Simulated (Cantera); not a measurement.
Cantera run, input and output.

```python
import numpy as np
import cantera as ct

gas = ct.Solution("gri30.yaml")
gas.TPX = 2200, 28000, {'CH4': 0.022, 'H2': 1, 'N2': 0.0002}
reactor = ct.IdealGasConstPressureReactor(gas, energy="off", clone=False)
net = ct.ReactorNet([reactor])
net.rtol, net.atol = 1e-08, 1e-18
show = ['CH4', 'H2', 'HCN', 'C2H2', 'H']
times = np.geomspace(0.0002, 80, 13)

steps = ct.SolutionArray(gas, extra=["t"])
rows = []
print(f"{'t/s':>10s}{'T/K':>9s}{'P/Pa':>11s}" + "".join(f"{s:>11s}" for s in show))
for t in times:
    while net.time < t:
        t_next = net.step()
        steps.append(gas.state, t=t_next)
    rows.append([np.interp(t, steps.t, y) for y in (steps.T, steps.P, *steps(*show).X.T)])
    print(f"{t:10.3e}{rows[-1][0]:9.1f}{rows[-1][1]:11.4g}" + "".join(f"{x:11.3e}" for x in rows[-1][2:]))
rate = np.gradient(steps.T, steps.t)
print("integrator steps:", len(steps.t))
if steps.T.max() > steps.T[0] + 200:
    print(f"time of steepest temperature rise: {steps.t[rate.argmax()]:.4e} s")
gas.TPX = 2200, 28000, {'CH4': 0.022, 'H2': 1, 'N2': 0.0002}
gas.equilibrate("TP")
print(f"equilibrium (TP): T = {gas.T:.1f} K  " + "  ".join(f"{s} {gas[s].X[0]:.3e}" for s in show))
```

Result:

```
       t/s      T/K       P/Pa        CH4         H2        HCN       C2H2          H
 2.000e-04   2200.0    2.8e+04  1.744e-02  9.723e-01  3.150e-10  7.020e-04  6.860e-03
 5.860e-04   2200.0    2.8e+04  1.118e-02  9.736e-01  3.012e-09  3.971e-03  9.028e-03
 1.717e-03   2200.0    2.8e+04  4.836e-03  9.766e-01  9.792e-09  7.635e-03  9.739e-03
 5.030e-03   2200.0    2.8e+04  1.625e-03  9.781e-01  2.070e-08  9.509e-03  1.027e-02
 1.474e-02   2200.0    2.8e+04  5.278e-04  9.785e-01  3.410e-08  1.015e-02  1.053e-02
 4.317e-02   2200.0    2.8e+04  2.062e-04  9.786e-01  4.935e-08  1.034e-02  1.060e-02
 1.265e-01   2200.0    2.8e+04  1.444e-04  9.786e-01  7.356e-08  1.038e-02  1.061e-02
 3.706e-01   2200.0    2.8e+04  1.427e-04  9.786e-01  1.381e-07  1.038e-02  1.061e-02
 1.086e+00   2200.0    2.8e+04  1.427e-04  9.786e-01  3.270e-07  1.038e-02  1.061e-02
 3.181e+00   2200.0    2.8e+04  1.427e-04  9.786e-01  8.798e-07  1.038e-02  1.061e-02
 9.320e+00   2200.0    2.8e+04  1.427e-04  9.786e-01  2.495e-06  1.038e-02  1.061e-02
 2.731e+01   2200.0    2.8e+04  1.426e-04  9.786e-01  7.183e-06  1.038e-02  1.061e-02
 8.000e+01   2200.0    2.8e+04  1.426e-04  9.786e-01  2.057e-05  1.037e-02  1.061e-02
integrator steps: 996
equilibrium (TP): T = 2200.0 K  CH4 1.417e-04  H2 9.786e-01  HCN 3.406e-04  C2H2 1.021e-02  H 1.061e-02
```

Computed with Cantera and GRI-Mech 3.0 (53 species, 325 reactions). GRI-Mech 3.0 stops at C3 and has no aromatics, soot or wall deposition, so with more carbon than oxygen in the feed, carbon stays in small species such as C2H2 where larger ones or solid carbon would form.
